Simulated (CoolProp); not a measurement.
Vapour-liquid equilibrium of R13 (1) + propylene (2) at 4.55 °C; x and y are mole fractions of (1).

The numbers come from the multi-fluid Helmholtz-energy mixture model, Platzer 1990 and Lemmon 2013; pair parameters Bell 2016 in CoolProp. This equation is an older, rougher fit; its heat capacities, sound speeds and derivatives of the liquid may be far off and weren't checked against measurements.

| x | bubble pressure, mixture model (kPa) | bubble pressure, Raoult's law (kPa) | y, mixture model | y, Raoult's law |
|---|---|---|---|---|
| 0.05 | … | 744.6 | 0.175 | 0.148 |
| 0.2 | 1111 | 975.8 | 0.458 | 0.453 |
| 0.35 | … | 1207 | 0.605 | 0.641 |
| 0.5 | 1589 | 1438 | 0.705 | 0.768 |
| 0.65 | 1785 | 1669 | 0.789 | 0.860 |
| 0.8 | … | 1901 | 0.873 | 0.930 |
| 0.95 | 2151 | 2132 | 0.965 | 0.984 |

Task: Fill in the missing entries.

Result: 
- 0.05, bubble pressure, mixture model (kPa): 791.5
- 0.35, bubble pressure, mixture model (kPa): 1370
- 0.8, bubble pressure, mixture model (kPa): 1972

The largest gap from Raoult's law is +13.9 % in bubble pressure, at x = 0.2. No azeotrope shows between x = 0.05 and 0.95.

The pair parameters rest on a limited set of measurements; away from them the model extrapolates.
